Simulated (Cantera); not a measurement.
A perfectly stirred reactor is fed with CH₄ : O₂ : N₂ : CO₂ = 1 : 3.03 : 11.4 : 2.7 (molar parts), equivalence ratio 0.66, at 1000000 Pa; it is adiabatic with a 400 K inlet, and is followed from long to short residence time, starting on the burning branch (τ in s: 0.17, 0.071, 0.03, 0.012, 0.0052, 0.0022, 0.00091, 0.00038, 0.00016, 6.6e-05).

Detailed kinetics in Cantera: GRI-Mech 3.0 (53 species, 325 reactions).

Problem. What does this change do: pressure from 1000000 Pa to 500000 Pa?

Solution. 
| quantity | before | after |
|---|---|---|
| blow-out, bracketed by the residence times tried | burning at 5.20 ms, out at 2.20 ms | burning at 2.20 ms, out at 0.910 ms |
| x(CH₄) at τ = 0.170 s | 1.23e-5 | 1.32e-5 |
| x(O₂) at τ = 0.170 s | 0.0569 | 0.0569 |
| x(CO₂) at τ = 0.170 s | 0.204 | 0.204 |
| x(H₂O₂) at τ = 0.170 s | 7.19e-8 | 8.13e-8 |
| x(OH) at τ = 0.170 s | 9.33e-5 | 0.000158 |
| x(CH₄) at τ = 2.20 ms | 0.0552 | 0.000653 |
| x(O₂) at τ = 2.20 ms | 0.167 | 0.0623 |
| x(CO₂) at τ = 2.20 ms | 0.149 | 0.194 |
| x(H₂O₂) at τ = 2.20 ms | <1e-12 | 1.09e-6 |
| x(OH) at τ = 2.20 ms | <1e-12 | 0.000202 |
